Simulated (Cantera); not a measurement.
Feed: 1 mol Ti, 2.2 mol CO, 1.6 mol CO2, at 850 °C and 24.0 mbar.

Equilibrium computed with Cantera from the NASA thermochemical tables; the gas is ideal and each condensed phase is pure. Candidate condensed phases: C, Ti, TiC, TiO, TiO2, Ti2O3, Ti3O5, Ti4O7; 15 gas species. Kinetics and transport are ignored.

Base state: CO 0.999, CO2 0.00144 (mole fractions); condensed: C(graphite) + TiO2(rutile).

Task: What changes in the equilibrium state with this change: temperature from 850 °C to 1100 °C?

Result: 
```json
[
 {"species": "CO", "before": "0.999", "after": "1.000"},
 {"species": "CO2", "before": "0.00144", "after": "7.25e-5"},
 {"species": "C(graphite), mol", "before": "0.405", "after": "0"},
 {"species": "TiO2(rutile), mol", "before": "1.00", "after": "0"},
 {"species": "TiC(s), mol", "before": "0", "after": "0.0251"},
 {"species": "Ti3O5(s), mol", "before": "0", "after": "0.325"}
]
```
Mutual solubility and eutectic melting of coexisting phases are not modelled. TiC: taken at fixed stoichiometry.

Task: What changes in the equilibrium state with this change: temperature from 850 °C to 427 °C?

Result: 
| species | before | after |
|---|---|---|
| CO2 | 0.00144 | 0.903 |
| CO | 0.999 | 0.0966 |
| C(graphite), mol | 0.405 | 2.01 |
| TiO2(rutile), mol | 1.00 | 1.00 |
